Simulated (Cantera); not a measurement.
TEOS + N₂O + N₂ + CO₂ (silicon oxide and oxynitride deposition)

Charge: 1 mol TEOS, 0.2 mol N₂O, 48 mol N₂, 2.1 mol CO₂, held at 0.0280 bar.

Method: chemical equilibrium by Gibbs-energy minimisation in Cantera with the NASA 1993 tables (ideal gas, pure condensed phases). Candidate condensed phases: C, C₆H₆, C₇H₈, C₈H₁₈, H₂O, Si, SiC, SiO₂, Si₂N₂O, Si₃N₄; 151 gas species. The feed counts by its element totals alone. Equilibrium is a limit: real reactors are often held back by kinetics, nucleation or transport.

| T (°C) | x N₂ | x H₂ | x CO | x HCN | x H | x SiO | x HNC | x C₂H₂ (acetylene) | n C(graphite) | n Si₂N₂O(s) | n SiC(s) |
|---|---|---|---|---|---|---|---|---|---|---|---|
| 1202 | 0.727 | 0.152 | 0.120 | 0.000294 | 3.02e-5 | 2.75e-5 | 4.57e-6 | 1.02e-6 | 2.18 | 0.499 | 0 |
| 1252 | 0.727 | 0.152 | 0.120 | 0.000418 | 5.51e-5 | 8.32e-5 | 7.64e-6 | 1.84e-6 | 2.17 | 0.497 | 0 |
| 1302 | 0.727 | 0.152 | 0.120 | 0.000581 | 9.68e-5 | 0.000234 | 1.24e-5 | 3.21e-6 | 2.17 | 0.492 | 0 |
| 1352 | 0.723 | 0.150 | 0.126 | 0.000784 | 0.000163 | 0.000399 | 1.92e-5 | 5.32e-6 | 0.699 | 0 | 0.973 |
| 1402 | 0.723 | 0.149 | 0.126 | 0.00105 | 0.000268 | 0.000474 | 2.94e-5 | 8.68e-6 | 0.690 | 0 | 0.968 |
| 1452 | 0.723 | 0.149 | 0.126 | 0.00138 | 0.000429 | 0.000557 | 4.38e-5 | 1.37e-5 | 0.678 | 0 | 0.963 |
| 1502 | 0.723 | 0.149 | 0.125 | 0.00178 | 0.000667 | 0.000648 | 6.38e-5 | 2.12e-5 | 0.661 | 0 | 0.957 |
| 1552 | 0.722 | 0.148 | 0.125 | 0.00227 | 0.00101 | 0.000747 | 9.09e-5 | 3.19e-5 | 0.639 | 0 | 0.950 |
| 1602 | 0.722 | 0.148 | 0.125 | 0.00285 | 0.00151 | 0.000855 | 0.000127 | 4.68e-5 | 0.610 | 0 | 0.942 |
| 1652 | 0.721 | 0.147 | 0.125 | 0.00353 | 0.00219 | 0.000972 | 0.000174 | 6.73e-5 | 0.575 | 0 | 0.933 |
| 1702 | 0.720 | 0.146 | 0.125 | 0.00433 | 0.00312 | 0.00110 | 0.000235 | 9.48e-5 | 0.533 | 0 | 0.922 |
x: gas mole fraction; n: condensed amount in mol.

From 1202 °C to 1302 °C the condensed part is C(graphite) + Si₂N₂O(s). From 1352 °C to 1702 °C the condensed part is C(graphite) + SiC(s). The main Si-bearing gas is SiO throughout. The share of Si in condensed phases is highest at 1202 °C (99.8 %) and lowest at 1702 °C (92.2 %).
